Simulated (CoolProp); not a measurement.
Tetradecamethylhexasiloxane (MD4M) at several states: density (kg/m³) from the reference equation and from simpler models built on Tc = 653.2 K, pc = 828.6 kPa, ω = 0.800; each cubic takes its own stable root.

Values from CoolProp's reference Helmholtz-energy equation of state, Thol 2019.

| T (K) | p (kPa) | phase | reference | van der Waals | Redlich-Kwong | Soave-Redlich-Kwong | Peng-Robinson |
|---|---|---|---|---|---|---|---|
| 536.9 | 465 | liquid | 636.0 | 356.0 | 500.7 | 568.6 | [?] |
| 433.2 | 36 | liquid | 753.0 | [?] | 4.820 | [?] | 750.4 |
| 275 | 170 | liquid | 909.2 | 479.4 | 713.3 | 750.4 | 839.2 |

Task: Fill in the missing entries.

Result: 
- 536.9, Peng-Robinson: 642.7
- 433.2, van der Waals: 4.752
- 433.2, Soave-Redlich-Kwong: 666.6

At some of these states van der Waals, Redlich-Kwong gives the other phase, because its saturation line lies elsewhere.
